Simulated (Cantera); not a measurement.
A perfectly stirred reactor is fed with C2H6 : N2 = 10 : 81 (molar parts), at 0.000109 atm; it is held at 1400 K, and followed from long to short residence time.

Computed with Cantera and GRI-Mech 3.0 (53 species, 325 reactions). GRI-Mech 3.0 stops at C3 and has no aromatics, soot or wall deposition, so with more carbon than oxygen in the feed, carbon stays in small species such as C2H2 where larger ones or solid carbon would form. Radical loss at walls, strong at low pressure, is not modelled.

x: mole fraction; the columns are a selection and need not sum to one.

| τ (s) | x C2H6 | x H2 | x CH3 | x CH2 | x C2H2 | x CH4 |
|---|---|---|---|---|---|---|
| 7.4 | 0.00579 | 0.0900 | 0.00337 | 2.77e-6 | 0.0465 | 0.0461 |
| 3.7 | (withheld) | (withheld) | (withheld) | (withheld) | (withheld) | 0.0449 |
| 1.9 | 0.0194 | 0.0618 | 0.00598 | 4.55e-6 | 0.0236 | 0.0397 |
| 0.95 | 0.0342 | 0.0471 | 0.00741 | 5.25e-6 | 0.0127 | 0.0299 |
| 0.48 | 0.0557 | 0.0319 | 0.00794 | 5.18e-6 | 0.00496 | 0.0179 |
| 0.24 | 0.0800 | 0.0169 | 0.00675 | 4.01e-6 | 0.00115 | 0.00766 |
| 0.12 | 0.0974 | (withheld) | (withheld) | (withheld) | (withheld) | (withheld) |
| 0.061 | 0.105 | 0.00196 | 0.00252 | 1.00e-6 | 1.16e-5 | 0.000689 |
| 0.031 | 0.108 | 0.000426 | 0.00138 | 3.24e-7 | 5.41e-7 | 0.000190 |
| 0.016 | 0.109 | 6.84e-5 | 0.000759 | 8.01e-8 | 1.76e-8 | 5.39e-5 |
| 0.0079 | 0.110 | 8.03e-6 | 0.000390 | 1.40e-8 | 4.76e-10 | 1.37e-5 |

**Question.** Complete the blanks.

**Answer.** 
- 3.7, x C2H6: 0.0108
- 3.7, x H2: 0.0757
- 3.7, x CH3: 0.00456
- 3.7, x CH2: 3.65e-6
- 3.7, x C2H2: 0.0351
- 0.12, x H2: 0.00654
- 0.12, x CH3: 0.00443
- 0.12, x CH2: 2.30e-6
- 0.12, x C2H2: 0.000145
- 0.12, x CH4: 0.00243
